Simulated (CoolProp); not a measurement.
A single-stage vapour-compression cycle with dimethyl ether: evaporating at 245.15 K (dew point), condensing at 312.15 K (bubble point), superheat 10 K, subcooling 0 K, compressor efficiency 0.75, no pressure losses. Each further row changes one setting.

Computed with CoolProp (reference Helmholtz-energy equation of state, Wu 2011).

```json
[
 {"case": "as stated", "cooling COP": "2.09", "pressure ratio": "9.86", "discharge temperature (K)": "369.2", "refrigerating effect (kJ/kg)": "325", "volumetric capacity (kJ/m³)": "638"},
 {"case": "evaporating temperature 250.15 K", "cooling COP": "2.35", "pressure ratio": "7.92", "discharge temperature (K)": "363.9", "refrigerating effect (kJ/kg)": "330", "volumetric capacity (kJ/m³)": "796"},
 {"case": "condensing temperature 307.15 K", "cooling COP": "2.32", "pressure ratio": "8.63", "discharge temperature (K)": "362.2", "refrigerating effect (kJ/kg)": "337", "volumetric capacity (kJ/m³)": "662"},
 {"case": "subcooling 5 K", "cooling COP": "2.17", "pressure ratio": "9.86", "discharge temperature (K)": "369.2", "refrigerating effect (kJ/kg)": "337", "volumetric capacity (kJ/m³)": "662"},
 {"case": "superheat 20 K", "cooling COP": "2.09", "pressure ratio": "9.86", "discharge temperature (K)": "380.7", "refrigerating effect (kJ/kg)": "338", "volumetric capacity (kJ/m³)": "637"},
 {"case": "compressor efficiency 0.65", "cooling COP": "1.81", "pressure ratio": "9.86", "discharge temperature (K)": "382.6", "refrigerating effect (kJ/kg)": "325", "volumetric capacity (kJ/m³)": "638"}
]
```
